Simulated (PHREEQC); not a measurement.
## Metal-bearing waste water (model solution)

A solution holds 3.2 mmol/kgw Pb(NO3)2 and 41 mmol/kgw MgSO4, at 25 °C. Closed to the air; pH follows from the charge balance.

Model: ion-association model, phreeqc.dat, run in PHREEQC.

This is a speciation only: nothing precipitates in the calculation.

Predict the pH, density.

pH 5.65; density 1.003 g/cm³.

In which forms is Mg present?

Mg+2 57 %, MgSO4 43 % of the Mg.

The solution is supersaturated, for example in Anglesite, so a real one may precipitate; this is no full list.
